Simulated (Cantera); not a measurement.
# Adiabatic ignition

An adiabatic, constant-pressure homogeneous reactor starts with 18.2 % CH4, 22.7 % O2, 59.1 % N2, at 1200 K and 15.8 atm.

Model: GRI-Mech 3.0 (53 species, 325 reactions), integrated in Cantera. The pressure lies above the range GRI-Mech 3.0 was tuned for (to about 10 atm).

```
t (s)     T (K)     x CH4     x O2      x OH     x H2O      x CO
--------  -----  --------  -------  --------  --------  --------
2.00e-6    1200     0.182    0.227  2.22e-11   1.44e-9    <1e-12
4.11e-6    1200     0.182    0.227  5.05e-11   6.49e-9  1.50e-12
8.46e-6    1200     0.182    0.227  1.24e-10   3.13e-8  1.40e-11
1.74e-5    1200     0.182    0.227  3.34e-10   1.64e-7  1.40e-10
3.58e-5    1200     0.182    0.227  9.63e-10   9.36e-7   1.63e-9
7.37e-5    1200     0.182    0.227   2.59e-9   5.41e-6   2.35e-8
0.000152   1200     0.182    0.227   4.44e-9   2.47e-5   3.16e-7
0.000312   1200     0.182    0.227   5.82e-9   7.97e-5   2.66e-6
0.000641   1201     0.181    0.227   9.36e-9  0.000245   1.82e-5
0.00132    1206     0.181    0.226   2.53e-8  0.000975  0.000149
0.00271    2768  2.65e-10  7.67e-5   0.00303     0.202     0.126
0.00558    2767  2.69e-10  7.53e-5   0.00301     0.202     0.126
0.0115     2767  2.69e-10  7.53e-5   0.00301     0.202     0.126
0.0236     2767  2.69e-10  7.53e-5   0.00301     0.202     0.126
0.0486     2767  2.69e-10  7.53e-5   0.00301     0.202     0.126
0.100      2767  2.69e-10  7.53e-5   0.00301     0.202     0.126
```
x: mole fraction; the columns are a selection and need not sum to one.

- time of steepest temperature rise = 2.65 ms
- temperature at 0.100 s = 2767 K
- equilibrium temperature = 2767 K
- x(CH4) at 0.100 s = 2.69e-10 (gas-phase equilibrium 3.03e-10)
- x(O2) at 0.100 s = 7.53e-5 (gas-phase equilibrium 7.53e-5)
- x(OH) at 0.100 s = 0.00301 (gas-phase equilibrium 0.00301)
